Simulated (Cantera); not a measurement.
Equilibrium for silicon carbide growth: SiCl4 + C2H2 + H2 + HCl

Charge: 1 mol SiCl4, 0.036 mol C2H2, 5.7 mol H2, 0.97 mol HCl, held at 2323 K.

Equilibrium computed with Cantera from the NASA thermochemical tables; the gas is ideal and each condensed phase is pure. Candidate condensed phases: C, C6H6, C7H8, C8H18, Si, SiC; 109 gas species. The tables' values for SiCl, SiCl3 are old estimates; treat these amounts as uncertain. Gases not in the tables: Si2H6 and higher silanes. The numbers say what is thermodynamically allowed, not how fast it happens.

| P (Pa) | x H2 | x HCl | x H | x Cl | x SiCl2 | x Si | n SiC(s) |
|---|---|---|---|---|---|---|---|
| 100 | 0.320 | 0.276 | 0.195 | 0.121 | 0.0205 | 0.0574 | 0 |
| 320 | 0.393 | 0.318 | 0.121 | 0.0701 | 0.0468 | 0.0378 | 0 |
| 1000 | 0.451 | 0.332 | 0.0732 | 0.0386 | 0.0724 | 0.0197 | 0 |
| 3200 | 0.491 | 0.338 | 0.0427 | 0.0211 | 0.0895 | 0.00798 | 0.0350 |
| 10000 | 0.514 | 0.343 | 0.0247 | 0.0118 | 0.0981 | 0.00285 | 0.0502 |
| 32000 | 0.526 | 0.345 | 0.0140 | 0.00659 | 0.102 | 0.000930 | 0.0548 |
| 100000 | 0.533 | 0.346 | 0.00795 | 0.00371 | 0.102 | 0.000301 | 0.0558 |
x: gas mole fraction; n: condensed amount in mol.

From 0.750 Torr to 7.50 Torr nothing is condensed. From 24.0 Torr to 750 Torr the condensed part is SiC(s). The main Si-bearing gas is Si at 0.750 Torr and SiCl2 at 750 Torr.
